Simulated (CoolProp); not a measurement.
Vapour-liquid equilibrium of CHF3 (R23) (1) + R143a (2) at 0.174 bar; x and y are mole fractions of (1).

The numbers come from the multi-fluid Helmholtz-energy mixture model, Penoncello 2003 and Lemmon and Jacobsen 2000; pair parameters Bell 2016 in CoolProp.

### Question
Give the bubble temperature and the first vapour's composition at x = 0.05, 0.25, 0.65. Is there an azeotrope?

### Answer
x = 0.05: 191.3 K, y = 0.245; x = 0.25: 180.5 K, y = 0.737; x = 0.65: 169.8 K, y = 0.951. No azeotrope shows between x = 0.05 and 0.95.

The pair parameters rest on a limited set of measurements; away from them the model extrapolates. The gap from Raoult's law changes sign with composition, which may be real or a fault of the pair parameters; it wasn't checked against measurements.
